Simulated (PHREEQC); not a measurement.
Leach liquor: speciation

A solution holds 0.05 mol HCl, 0.00057 mol LiCl and 0.0071 mol Fe2(SO4)3 per kg of water, at 20 °C. Closed to the air; pH follows from the charge balance.

Computed with PHREEQC (ion-association model, wateq4f.dat).

```
Property                   Value
----------------  --------------
pH                          1.45
ionic strength    0.0773 mol/kgw
total alkalinity    -78.4 meq/kg
```

```
species   molality  activity   log γ
--------  --------  --------  ------
Cl-         0.0493    0.0387  -0.105
H+          0.0422    0.0353  -0.077
FeSO4+     0.00874   0.00700  -0.097
HSO4-      0.00631   0.00502  -0.100
SO4-2      0.00398   0.00163  -0.389
Fe+3       0.00218  0.000439  -0.695
FeHSO4+2   0.00165  0.000666  -0.393
```

This is a speciation only: nothing precipitates in the calculation. Examples of supersaturated solids here: Hematite (slow to form), Goethite (slow to form). Others may be too. Species that the database lacks are ignored.
